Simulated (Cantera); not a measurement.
What does this Cantera script print?

```python
import numpy as np
import cantera as ct

gas_names = """
    CL CL2 H HCL H2 N NH NH2 NH3 N2 N2H2 N2H4 Si SiCL SiCL2 SiCL3 SiCL4 SiH SiHCL3 SiH2 SiH2CL2 SiH3
    SiH3CL SiH4 SiN Si2 Si2N Si3
""".split()
cond_names = """
    NH4CL(a) NH4CL(b) Si(cr) Si(L) Si3N4(a)
""".split()


# ... load() reads the species with a 1 bar reference pressure and builds the phases ...
atoms = {
    'Si3N4': {'Si': 3, 'N': 4},
    'Cl2': {'CL': 2},
    'H2': {'H': 2},
}
top_T = {'Si3N4(a)': 2400}  # K; cautious upper limits of use, not melting points


# ... equilibrate(T, P, feed) seeds the gas with the atoms and calls Mixture.equilibrate('TP', solver="vcs", rtol=1e-11, max_steps=5000) ...
results = []
feed = {'Si3N4': 1, 'Cl2': 10, 'H2': 1.4}  # mol
T = 925  # K
P = 100  # Pa
mix = equilibrate(T, P, feed)
results.append((T, P, feed, dict(zip(mix.species_names, mix.species_moles))))
print(gas.report(threshold=1e-06))
for i in range(1, mix.n_phases):
    print(f"{mix.phase(i).name:16s} {mix.phase_moles(i):12.5e} mol")
```

It prints:

```
       temperature   925 K
          pressure   100 Pa
           density   0.0010644 kg/m^3
  mean mol. weight   81.858 kg/kmol
   phase of matter   gas

                          1 kg             1 kmol
                     ---------------   ---------------
          enthalpy       -2.2348e+06       -1.8294e+08  J
   internal energy       -2.3287e+06       -1.9063e+08  J
           entropy            4466.6        3.6563e+05  J/K
    Gibbs function       -6.3664e+06       -5.2114e+08  J
 heat capacity c_p            663.96             54351  J/K
 heat capacity c_v            562.39             46036  J/K

                      mass frac. Y      mole frac. X     chem. pot. / RT
                     ---------------   ---------------   ---------------
                CL        0.00079047         0.0018253           -18.537
               CL2           0.21554           0.24886           -37.074
               HCL            0.1198           0.26899           -44.308
                N2          0.065752           0.19213           -33.222
             SiCL4           0.59811            0.2882           -139.49
     [  +23 minor]         1.448e-09        8.8307e-10

Si(cr)            0.00000e+00 mol
Si3N4(a)          0.00000e+00 mol
```

Method: chemical equilibrium by Gibbs-energy minimisation in Cantera with the NASA 1993 tables (ideal gas, pure condensed phases).
